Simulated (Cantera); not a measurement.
An adiabatic, constant-pressure homogeneous reactor starts with CH₄ : C₂H₆ : O₂ : N₂ : H₂O = 1 : 0.17 : 2.16 : 8.13 : 3 (molar parts), equivalence ratio 1.2, at 1050 K and 1.68 atm.

Cantera simulation using GRI-Mech 3.0 (53 species, 325 reactions); the numbers are that mechanism's predictions, not measurements.

x: mole fraction; the columns are a selection and need not sum to one.

```
t (s)     T (K)   x CH₄  x C₂H₆      x O₂        x H₂       x HO₂
--------  -----  ------  ------  --------  ----------  ----------
1.00e-6    1050  0.0692  0.0118     0.149      <1e-12    3.16e-11
3.05e-6    1050  0.0692  0.0118     0.149      <1e-12    9.75e-11
9.30e-6    1050  0.0692  0.0118     0.149    1.47e-12    3.10e-10
2.83e-5    1050  0.0692  0.0118     0.149    9.88e-12     1.09e-9
8.64e-5    1050  0.0692  0.0118     0.149    7.92e-11  (withheld)
0.000263   1050  0.0692  0.0118     0.149    6.60e-10     2.40e-8
0.000803   1050  0.0692  0.0118     0.149  (withheld)  (withheld)
0.00245    1050  0.0692  0.0118     0.149     5.31e-8     6.18e-7
0.00747    1050  0.0692  0.0117     0.149     1.35e-6     3.63e-6
0.0228     1059  0.0678  0.0107     0.148    0.000448     4.97e-5
0.0694     2331  <1e-12  <1e-12  0.000455      0.0299     1.87e-7
0.212      2330  <1e-12  <1e-12  0.000445      0.0300     1.83e-7
0.645      2330  <1e-12  <1e-12  0.000445      0.0300     1.83e-7
1.97       2330  <1e-12  <1e-12  0.000445      0.0300     1.83e-7
6.00       2330  <1e-12  <1e-12  0.000445      0.0300     1.83e-7
```

### Question
Some entries are withheld; supply them.

### Answer

- 8.64e-5, x HO₂: 4.60e-9
- 0.000803, x H₂: 5.48e-9
- 0.000803, x HO₂: 1.31e-7
